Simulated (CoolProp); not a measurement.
Model: reference Helmholtz-energy equation of state, Gao 2022, in CoolProp.

For n-perfluorohexane, give the phase and the density (kg/m³), cv (kJ/(kg K)), expansivity (1/kK) at 450 K and 2.72 MPa; 450 K and 3.27 MPa.


- 450 K and 2.72 MPa: supercritical; density 1040, cv 1.04, expansivity 9.39
- 450 K and 3.27 MPa: supercritical; density 1090, cv 1.04, expansivity 6.90
